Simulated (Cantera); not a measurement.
Source: NASA polynomial tables (part measured, part estimated), evaluated in Cantera. Values are per mole of reaction as written; species without (g) are pure solids or liquids, kept so even where they would boil at 1 bar. ZrN: taken at fixed stoichiometry.

NO2(g) + 4 H2O(g) + ZrO2(g) = 4 H2O2(g) + ZrN, with ΔH° = 308.8 kJ and ΔS° = -292.2 J/K at 300 K.

Task: How far is the shortcut ΔG° ≈ ΔH°(300 K) − T·ΔS°(300 K) from the full temperature-dependent value at 1950, 1975, 2000, 2025, 2050, 2075 K?

Result: 
```json
[
 {"T (K)": "1950", "shortcut (kJ)": "878.7", "full (kJ)": "849.2", "difference (kJ)": "29.4", "difference in log10 K": "-0.79"},
 {"T (K)": "1975", "shortcut (kJ)": "886.0", "full (kJ)": "855.6", "difference (kJ)": "30.3", "difference in log10 K": "-0.80"},
 {"T (K)": "2000", "shortcut (kJ)": "893.3", "full (kJ)": "862.0", "difference (kJ)": "31.3", "difference in log10 K": "-0.82"},
 {"T (K)": "2025", "shortcut (kJ)": "900.6", "full (kJ)": "868.4", "difference (kJ)": "32.2", "difference in log10 K": "-0.83"},
 {"T (K)": "2050", "shortcut (kJ)": "907.9", "full (kJ)": "874.8", "difference (kJ)": "33.1", "difference in log10 K": "-0.84"},
 {"T (K)": "2075", "shortcut (kJ)": "915.2", "full (kJ)": "881.1", "difference (kJ)": "34.1", "difference in log10 K": "-0.86"}
]
```
The shortcut ignores the heat-capacity change of the reaction.
